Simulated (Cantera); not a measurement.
An adiabatic, constant-volume homogeneous reactor starts with 7.84 % CH4, 19.4 % O2, 72.8 % N2, at 1425 K and 100000 Pa.

Cantera simulation using GRI-Mech 3.0 (53 species, 325 reactions); the numbers are that mechanism's predictions, not measurements.

x: mole fraction; the columns are a selection and need not sum to one.

```csv
t (s),T (K),P (bar),x CH4,x O2,x CH3,x N2O,x CH2CO,x H
5.00e-6,1425,1.000,0.0784,0.194,1.81e-7,<1e-12,<1e-12,2.35e-9
1.64e-5,1425,1.000,0.0784,0.194,6.34e-7,<1e-12,<1e-12,2.70e-9
5.35e-5,1425,1.000,0.0784,0.194,2.45e-6,6.15e-12,<1e-12,4.16e-9
0.000175,1425,1.000,0.0784,0.194,1.26e-5,5.31e-11,1.19e-12,1.31e-8
0.000572,1426,1.00,0.0782,0.194,7.57e-5,3.29e-10,3.05e-9,8.94e-8
0.00187,1455,1.02,0.0732,0.190,?,?,?,?
0.00612,2805,2.03,<1e-12,0.0391,<1e-12,1.13e-6,<1e-12,0.00592
0.0200,2805,2.03,<1e-12,0.0391,<1e-12,1.13e-6,<1e-12,0.00592
0.0654,2805,2.03,<1e-12,0.0391,<1e-12,1.13e-6,<1e-12,0.00592
0.214,2805,2.03,<1e-12,0.0391,<1e-12,1.13e-6,<1e-12,0.00592
0.700,2805,2.03,<1e-12,0.0391,<1e-12,1.13e-6,<1e-12,0.00592
```

Question: Some entries are withheld; supply them.

Answer: 
- 0.00187, x CH3: 0.000341
- 0.00187, x N2O: 5.00e-9
- 0.00187, x CH2CO: 6.93e-6
- 0.00187, x H: 2.42e-6
